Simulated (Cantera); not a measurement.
A closed system holds: 1 mol SiH2Cl2, 0.15 mol Cl2, 100 mol N2, held at 0.630 bar.

Equilibrium computed with Cantera from the NASA thermochemical tables; the gas is ideal and each condensed phase is pure. Candidate condensed phases: NH4Cl, Si, Si3N4; 28 gas species. Rates play no part.

Task: What share of the Si ends up in condensed phases as a function of T (°C), at 1227, 1252, 1277, 1302, 1327, 1352, 1377, 1402, 1427?

Result: 
| T (°C) | Si condensed (%) | as |
|---|---|---|
| 1227 | 77.4 | Si3N4(s) |
| 1252 | 75.7 | Si3N4(s) |
| 1277 | 73.7 | Si3N4(s) |
| 1302 | 71.4 | Si3N4(s) |
| 1327 | 68.8 | Si3N4(s) |
| 1352 | 65.9 | Si3N4(s) |
| 1377 | 62.9 | Si3N4(s) |
| 1402 | 59.8 | Si3N4(s) |
| 1427 | 56.5 | Si3N4(s) |
